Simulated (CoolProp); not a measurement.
Properties of R134a at several states.

The numbers come from the reference Helmholtz-energy equation of state, Tillner-Roth 1994 in CoolProp.

| T (K) | p (kPa) | phase | Z | Prandtl number |
|---|---|---|---|---|
| 299.6 | 84.2 | gas | 0.9833 | 0.748 |
| 204.9 | 33.6 | liquid | 0.001344 | 7.55 |
| 448.4 | 2060 | gas | 0.9047 | 0.817 |
| 256.8 | 838 | liquid | 0.02968 | 4.34 |
| 254.5 | 21.5 | gas | 0.9922 | 0.783 |
| 357.6 | 22400 | liquid | 0.6787 | 2.84 |

Viscosity comes from a separate model (Huber 2003), an estimate that may be off by 10 % or more. Thermal conductivity comes from a separate model (McLinden 2000), an estimate that may be off by 10 % or more.
